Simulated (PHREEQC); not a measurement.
Alkaline etch or developer: an equilibrium model

A solution holds 0.043 mol/kgw TMAH and 0.00032 mol/kgw Na2CO3, at 25 °C. Closed to the air; pH follows from the charge balance.

Computed with PHREEQC (ion-association model, phreeqc.dat).

```json
{
 "pH": "12.54",
 "ionic_strength": "0.0440 mol/kgw",
 "total_alkalinity": "43.6 meq/kg"
}
```

| species | molality | activity | log γ |
|---|---|---|---|
| OH- | 0.0430 | 0.0353 | -0.086 |
| (CH3)4N+ | 0.0430 | 0.0355 | -0.084 |
| Na+ | 0.000638 | 0.000531 | -0.080 |
| CO3-2 | 0.000317 | 0.000155 | -0.312 |
| NaCO3- | 1.84e-6 | 1.53e-6 | -0.082 |
| HCO3- | 1.13e-6 | 9.45e-7 | -0.078 |

No solid was allowed to form. (CH3)4N+ isn't in the database: it is added as a free cation with an ion size of 4 Å.
